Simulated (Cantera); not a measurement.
Feed: 1 mol SO2, 1.2 mol H2, at 1000 Pa.

These are equilibrium values from Cantera (NASA tables, ideal gas, pure condensed phases), not measurements of a reactor. Candidate condensed phases: H2O, H2SO4, S; 19 gas species. Rates play no part.

x: gas mole fraction; nothing condenses.

```
T (°C)         x H         x O       x H2O        x H2       x SO2        x SO         x S        x OH        x O2
------  ----------  ----------  ----------  ----------  ----------  ----------  ----------  ----------  ----------
2177        0.0925     0.00603       0.244       0.212       0.210       0.163      0.0325      0.0208     0.00286
2252         0.125      0.0122       0.220       0.198       0.195       0.167      0.0358      0.0296     0.00559
2327         0.163      0.0233       0.191       0.180       0.174       0.169      0.0397      0.0399      0.0100
2402    (withheld)  (withheld)  (withheld)  (withheld)  (withheld)       0.169  (withheld)  (withheld)  (withheld)
2477         0.255      0.0668       0.117       0.139       0.119       0.165      0.0520      0.0575      0.0226
2552         0.303      0.0998      0.0800       0.115      0.0889       0.158      0.0618      0.0605      0.0278
2627         0.347       0.138      0.0500      0.0909      0.0614       0.145      0.0742      0.0584      0.0302
2702         0.382       0.179      0.0285      0.0683      0.0392       0.129      0.0889      0.0520      0.0296
2777         0.407       0.218      0.0151      0.0491      0.0233       0.109       0.105      0.0432      0.0264
2852         0.423  (withheld)  (withheld)  (withheld)  (withheld)  (withheld)  (withheld)  (withheld)  (withheld)
2927         0.432       0.283     0.00370      0.0237     0.00673      0.0681       0.136      0.0259      0.0173
```

Q: Complete the blanks.

A: 
- 2402, x H: 0.207
- 2402, x O: 0.0411
- 2402, x H2O: 0.155
- 2402, x H2: 0.161
- 2402, x SO2: 0.149
- 2402, x S: 0.0448
- 2402, x OH: 0.0499
- 2402, x O2: 0.0161
- 2852, x O: 0.253
- 2852, x H2O: 0.00759
- 2852, x H2: 0.0344
- 2852, x SO2: 0.0129
- 2852, x SO: 0.0880
- 2852, x S: 0.121
- 2852, x OH: 0.0341
- 2852, x O2: 0.0220
